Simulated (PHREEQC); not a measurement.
**Copper plating or etch bath with buffer: speciation**

Solution A (12 mmol/kgw CuSO4, 1.3 mmol/kgw HNO3 and 30 mmol/kgw H3BO3) is mixed with solution B (0.0011 mol H3PO4 and 0.00016 mol K2HPO4 per kg of water) at 25 °C; shares are by mass of water, 1 kg in all. Oxygen is held at 0.21 atm. The system is closed to CO2. Solids allowed: Cu(OH)2, Brochantite, Antlerite, Cu2(OH)3NO3, Cu3(PO4)2:3H2O, Chalcanthite. Others were left out.

Computed with PHREEQC (ion-association model, wateq4f.dat).

**Question.** Predict Cu+2 (mol/kgw), SO4-2 (mol/kgw) at share of solution B = 0.2, 0.4, 1.

**Answer.** 
```
share of solution B  Cu+2 (mol/kgw)  SO4-2 (mol/kgw)
-------------------  --------------  ---------------
0.2                         0.00688          0.00656
0.4                         0.00536          0.00511
1                                 0                0
```

Complexes and solids missing from the database can't appear. H3PO4, which wateq4f.dat lacks, is added to it with the constant of phreeqc.dat. The database has no phosphate complexes of Cu.
